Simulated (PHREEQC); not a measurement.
# Alkaline etch or developer: speciation

Consider water at 25 °C with 0.0025 mol/kgw LiOH and 6.7e-05 mol/kgw Na2CO3. Closed to the air; pH follows from the charge balance.

Equilibrium calculation in PHREEQC: ion-association model, phreeqc.dat.

Each row changes one thing in this solution. This is a speciation only: nothing precipitates in the calculation.

```
case                                             pH  ionic strength (mol/kgw)
--------------------------------------------  -----  ------------------------
as made                                       11.37                   0.00270
LiOH replaced by LiBr at the same molality     9.69                   0.00265
Na2CO3 from 6.7e-05 to 3.35e-05 mol/kgw       11.37                   0.00260
LiOH left out                                  9.72                  0.000148
Na2CO3 left out                               11.37                   0.00250
diluted 5-fold with water                     10.69                  0.000536
temperature from 25 to 30 °C                  11.21                   0.00269
LiOH replaced by Li2SO4 at the same molality   9.67                   0.00757
```
